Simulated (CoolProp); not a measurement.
A closed Brayton cycle with carbon dioxide: compressor inlet 332.15 K and 8.1 MPa, high pressure 15.5 MPa, turbine inlet 695 K, compressor efficiency 0.8, turbine efficiency 0.85, recuperator effectiveness 0.9 (on enthalpy, no pinch check). Each further row changes one setting.

Computed with CoolProp (reference Helmholtz-energy equation of state, Span 1996).

| case | thermal efficiency (%) | net work (kJ/kg) | compressor to turbine work | compressor exit (K) | turbine exit (K) |
|---|---|---|---|---|---|
| as stated | 21.6 | 31.4 | 0.54 | 390.3 | 627.7 |
| turbine inlet 645 K | 19.1 | 25.6 | 0.59 | 390.3 | 580.2 |
| compressor inlet 342.15 K | 20.0 | 27.6 | 0.59 | 403.2 | 627.7 |
| high pressure 13.2 MPa | 20.3 | 25.2 | 0.52 | 375.5 | 644.2 |
| recuperator effectiveness 0.5 | 12.3 | 31.4 | 0.54 | 390.3 | 627.7 |
